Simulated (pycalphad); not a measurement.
Computed with pycalphad from the COST 507 light-alloy database (1999), at 1 atm. The data set is of 1999 and partly superseded. Not assessed as a whole: an extrapolation from subsystems, which can miss ternary compounds. Phase fractions are per mole of atoms.

**Question.** Give the equilibrium state of Al-0.31Mg-0.21Si-0.56Fe (at.%) at 610 K.

**Answer.** fcc, fraction 0.971, with 0.20 Mg, 0.01 Si, <0.01 Fe at.%; ALFESI_ALPHA, fraction 0.020, with no Mg, 7.2 Si, 19.0 Fe at.%; AL13FE4, fraction 0.008, with no Mg, <0.01 Si, 23.6 Fe at.%; MG2SI, fraction 0.002, with 66.7 Mg, 33.3 Si, no Fe at.%.

**Question.** Give the equilibrium state of Al-0.31Mg-0.21Si-0.56Fe (at.%) at 770 K.

**Answer.** 
```
T = 770.00 K, P = 101325 Pa, N = 1 mol of atoms
G = -29264 J/mol, H = 12299 J/mol, S = 53.98 J/(mol K)  (SER reference)
chemical potentials (J/mol): Al -28568, Mg -62519, Si -32653, Fe -132469
phase             fraction      x(Al)      x(Mg)      x(Si)      x(Fe)
FCC_A1              0.9736     0.9957     0.0032     0.0011   3.09e-05
ALFESI_ALPHA        0.0146     0.7387       none     0.0713     0.1900
AL13FE4             0.0118     0.7630       none   0.000652     0.2363
```

Database names, with the compositions (at.%) that they take in these runs: AL13FE4: Al 76 Fe 24; ALFESI_ALPHA: Al 73 Fe 19 Si 7; MG2SI: Mg 67 Si 33. FCC_A1 is fcc. An entry "none" or "no" means that the model of the phase leaves that element out.
